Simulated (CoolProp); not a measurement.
A simple Rankine cycle with R236FA: condensing at 304.15 K, boiler at 2.26 MPa, turbine inlet 382.6 K, turbine efficiency 0.8, pump efficiency 0.8, no recuperator. Each further row changes one setting.

Model: reference Helmholtz-energy equation of state, Pan 2012, in CoolProp.

```tsv
case	thermal efficiency (%)	net work (kJ/kg)	heat in (kJ/kg)	turbine exit temperature (K)	volume ratio over the turbine
as stated	11.6	21.1	182	324.9	9.13
condensing temperature 296.15 K	12.7	24.4	192	319.7	11.9
boiler pressure 1.58 MPa	10.1	20.0	198	343.7	5.29
turbine efficiency 0.7	10.0	18.2	182	328.0	9.25
```
